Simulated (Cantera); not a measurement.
## Chlorosilane synthesis and conversion: Si + HCl + H2 + Cl2

Feed: 1 mol Si, 0.6 mol HCl, 7.9 mol H2, 1.8 mol Cl2, at 1 atm.

Cantera equilibrium calculation (NASA polynomials, part measured and part estimated; ideal gas, pure solids and liquids). Candidate condensed phases: Si; 19 gas species. The tables' values for SiCl3 are old estimates; treat these amounts as uncertain. Kinetics and transport are ignored.

```tsv
T (K)	x H2	x HCl	x SiCl4	x SiCl2	x SiHCl3	x SiCl3	x SiH2Cl2
1098	0.846	0.0467	0.0832	0.000284	0.0219	0.00130	0.000692
1148	0.840	0.0526	0.0780	0.000857	0.0250	0.00246	0.00100
1198	0.833	0.0598	0.0722	0.00222	0.0270	0.00426	0.00132
1248	0.824	0.0689	0.0657	0.00495	0.0277	0.00671	0.00159
1298	0.814	0.0802	0.0583	0.00956	0.0267	0.00966	0.00172
1348	0.801	0.0939	0.0502	0.0162	0.0243	0.0127	0.00171
1398	0.786	0.110	0.0415	0.0246	0.0209	0.0155	0.00158
1448	0.771	0.126	0.0328	0.0342	0.0171	0.0175	0.00138
1498	0.755	0.143	0.0246	0.0442	0.0134	0.0184	0.00115
1548	0.741	0.158	0.0176	0.0538	0.0101	0.0184	0.000938
1598	0.729	0.171	0.0120	0.0624	0.00732	0.0174	0.000747
```
x: gas mole fraction; nothing condenses.

From 1098 K to 1598 K nothing is condensed. The main Si-bearing gas is SiCl4 at 1098 K and SiCl2 at 1598 K.
